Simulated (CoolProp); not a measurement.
Vapour-liquid equilibrium of n-hexane (1) + toluene (2) at 393.8 K; x and y are mole fractions of (1).

Values from CoolProp's multi-fluid Helmholtz-energy mixture model, Thol 2019 and Lemmon 2006; pair parameters Bell 2016.

| x | bubble pressure (kPa) | y at the bubble point | dew pressure at overall composition x (kPa) | liquid density (mol/L) |
|---|---|---|---|---|
| 0.05 | 154.0 | 0.168 | 139.2 | 8.236 |
| 0.2 | 206.4 | 0.458 | 158.6 | 7.925 |
| 0.35 | 250.0 | 0.619 | 183.6 | 7.627 |
| 0.5 | 288.5 | 0.730 | 216.6 | 7.340 |
| 0.65 | 324.3 | 0.820 | 260.2 | 7.066 |
| 0.8 | 359.2 | 0.899 | 316.2 | 6.804 |
| 0.95 | 394.1 | 0.975 | 382.5 | 6.552 |

No azeotrope shows between x = 0.05 and 0.95.

Pair parameters are fitted to limited data, so mixtures are less certain than the pure fluids.
